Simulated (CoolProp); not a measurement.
Properties of CH2F2 (R32) along the isotherm 200.3 K (Tc = 351.3 K, pc = 57.83 bar, ω = 0.277).

Values from CoolProp's reference Helmholtz-energy equation of state, Tillner-Roth 1997.

| p (bar) | phase | density (kg/m³) | cv (kJ/(kg K)) | isothermal compressibility (1/MPa) | viscosity (µPa s) | Prandtl number |
|---|---|---|---|---|---|---|
| 9.64 | liquid | 1271 | 0.9569 | 0.001092 | 417 | 3.13 |
| 19.3 | liquid | 1272 | 0.9572 | 0.001080 | 420 | 3.15 |
| 28.9 | liquid | 1274 | 0.9575 | 0.001069 | 423 | 3.16 |
| 38.6 | liquid | 1275 | 0.9577 | 0.001058 | 427 | 3.18 |
| 48.2 | liquid | 1276 | 0.9580 | [?] | 430 | 3.19 |
| 57.8 | liquid | [?] | 0.9583 | 0.001037 | 433 | 3.21 |
| 67.5 | liquid | [?] | 0.9586 | 0.001026 | 436 | 3.22 |
| 77.1 | liquid | 1280 | 0.9589 | 0.001016 | 439 | 3.24 |
| 86.7 | liquid | 1281 | 0.9592 | 0.001007 | 442 | 3.25 |

Problem. Fill in the missing entries.

Solution. 
- 48.2, isothermal compressibility (1/MPa): 0.001047
- 57.8, density (kg/m³): 1278
- 67.5, density (kg/m³): 1279

Viscosity comes from a separate model (Bell 2016), an estimate that may be off by 10 % or more. Thermal conductivity comes from a separate model (Huber 2003), an estimate that may be off by 10 % or more.
